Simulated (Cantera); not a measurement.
A Cantera script and what it prints.

```python
import numpy as np
import cantera as ct

gas_names = """
    CL CL2 H HCL H2 Si SiCL SiCL2 SiCL3 SiCL4 SiH SiHCL3 SiH2 SiH2CL2 SiH3 SiH3CL SiH4 Si2 Si3
""".split()
cond_names = """
    Si(cr) Si(L)
""".split()


# ... load() reads the species with a 1 bar reference pressure and builds the phases ...
atoms = {
    'SiCl4': {'Si': 1, 'CL': 4},
    'H2': {'H': 2},
}
top_T = {}  # K; cautious upper limits of use, not melting points


# ... equilibrate(T, P, feed) seeds the gas with the atoms and calls Mixture.equilibrate('TP', solver="vcs", rtol=1e-11, max_steps=5000) ...
results = []
T = 1500  # K
P = 10000  # Pa
for m in [76, 92, 110, 140, 170, 200, 250, 300, 370, 450, 550]:
    feed = {'SiCl4': 1, 'H2': m}  # mol
    mix = equilibrate(T, P, feed)
    results.append((T, P, feed, dict(zip(mix.species_names, mix.species_moles))))
    x = sorted(zip(gas.X, gas.species_names), reverse=True)
    print(f"T = {T:g} K  P = {P:g} Pa  n(H2) = {m:g} mol  gas = {mix.phase_moles(0):.4g} mol")
    print("   x: " + "  ".join(f"{s} {v:.3e}" for v, s in x if v > 1e-05))
    print("   condensed (mol): " + ("  ".join(f"{mix.phase(i).name} {mix.phase_moles(i):.4g}"
          for i in range(1, mix.n_phases) if mix.phase_moles(i) > 1e-12) or "none"))
```

Output:

```
T = 1500 K  P = 10000 Pa  n(H2) = 76 mol  gas = 77.99 mol
   x: H2 9.545e-01  HCL 3.985e-02  SiCL2 5.343e-03  SiCL3 1.716e-04  H 5.438e-05  SiHCL3 4.345e-05  SiCL4 1.751e-05  SiH2CL2 1.714e-05
   condensed (mol): Si(cr) 0.5635
T = 1500 K  P = 10000 Pa  n(H2) = 92 mol  gas = 93.99 mol
   x: H2 9.616e-01  HCL 3.425e-02  SiCL2 3.917e-03  SiCL3 1.078e-04  H 5.459e-05  SiHCL3 2.738e-05  SiH2CL2 1.266e-05
   condensed (mol): Si(cr) 0.6166
T = 1500 K  P = 10000 Pa  n(H2) = 110 mol  gas = 112 mol
   x: H2 9.673e-01  HCL 2.960e-02  SiCL2 2.908e-03  SiCL3 6.893e-05  H 5.475e-05  SiHCL3 1.756e-05
   condensed (mol): Si(cr) 0.6625
T = 1500 K  P = 10000 Pa  n(H2) = 140 mol  gas = 142 mol
   x: H2 9.738e-01  HCL 2.416e-02  SiCL2 1.924e-03  H 5.493e-05  SiCL3 3.710e-05
   condensed (mol): Si(cr) 0.7184
T = 1500 K  P = 10000 Pa  n(H2) = 170 mol  gas = 172 mol
   x: H2 9.781e-01  HCL 2.042e-02  SiCL2 1.369e-03  H 5.505e-05  SiCL3 2.226e-05
   condensed (mol): Si(cr) 0.7582
T = 1500 K  P = 10000 Pa  n(H2) = 200 mol  gas = 202 mol
   x: H2 9.812e-01  HCL 1.769e-02  SiCL2 1.024e-03  H 5.514e-05  SiCL3 1.440e-05
   condensed (mol): Si(cr) 0.7881
T = 1500 K  P = 10000 Pa  n(H2) = 250 mol  gas = 252 mol
   x: H2 9.848e-01  HCL 1.447e-02  SiCL2 6.828e-04  H 5.524e-05
   condensed (mol): Si(cr) 0.8241
T = 1500 K  P = 10000 Pa  n(H2) = 300 mol  gas = 302 mol
   x: H2 9.872e-01  HCL 1.225e-02  SiCL2 4.878e-04  H 5.531e-05
   condensed (mol): Si(cr) 0.8495
T = 1500 K  P = 10000 Pa  n(H2) = 370 mol  gas = 372 mol
   x: H2 9.895e-01  HCL 1.008e-02  SiCL2 3.297e-04  H 5.537e-05
   condensed (mol): Si(cr) 0.8747
T = 1500 K  P = 10000 Pa  n(H2) = 450 mol  gas = 452 mol
   x: H2 9.913e-01  HCL 8.385e-03  SiCL2 2.278e-04  H 5.542e-05
   condensed (mol): Si(cr) 0.8947
T = 1500 K  P = 10000 Pa  n(H2) = 550 mol  gas = 552 mol
   x: H2 9.929e-01  HCL 6.930e-03  SiCL2 1.554e-04  H 5.547e-05
   condensed (mol): Si(cr) 0.9121
```

Cantera equilibrium calculation (NASA polynomials, part measured and part estimated; ideal gas, pure solids and liquids). The tables' values for SiCl3 are old estimates; treat these amounts as uncertain.
